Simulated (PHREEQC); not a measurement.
Solution (35 °C): 0.0013 mol/kgw NaHSO4, 5.3e-05 mol/kgw Na2CO3 and 0.012 mol/kgw KCl. Closed to the air; pH follows from the charge balance.

Computed with PHREEQC (Pitzer model, pitzer.dat).

Each row changes one thing in this solution. No solid was allowed to form.

| case | pH | SO4-2 (mol/kgw) | HCO3- (mol/kgw) | SI of Mirabilite (Na2SO4:10H2O) | SI of Thenardite (Na2SO4) |
|---|---|---|---|---|---|
| as made | 3.02 | 0.00120 | 3.11e-8 | -8.13 | -8.62 |
| diluted 100-fold with water | 4.93 | ___ | 2.20e-8 | -13.79 | -14.28 |
| Na2CO3 from 5.3e-05 to 4.77e-05 mol/kgw | 3.01 | 0.00120 | 2.77e-8 | ___ | -8.63 |
| 0.0026 mol/kgw NaOH added | 10.74 | 0.00130 | 9.42e-6 | -7.20 | -7.69 |
| KCl from 0.012 to 0.0024 mol/kgw | 3.00 | 0.00119 | 2.90e-8 | -8.01 | -8.51 |
| diluted 2-fold with water | 3.29 | 0.000620 | 2.82e-8 | -8.93 | -9.42 |
| KCl left out | 3.00 | 0.00118 | 2.82e-8 | -7.97 | -8.46 |
| Na2CO3 from 5.3e-05 to 5.3e-06 mol/kgw | 2.98 | 0.00120 | 2.88e-9 | -8.19 | -8.69 |
| temperature from 35 to 25 °C | 3.01 | 0.00122 | 2.76e-8 | -7.72 | -8.66 |

Question: Complete the blanks.

Answer: 
- diluted 100-fold with water, SO4-2 (mol/kgw): 1.30e-5
- Na2CO3 from 5.3e-05 to 4.77e-05 mol/kgw, SI of Mirabilite (Na2SO4:10H2O): -8.14
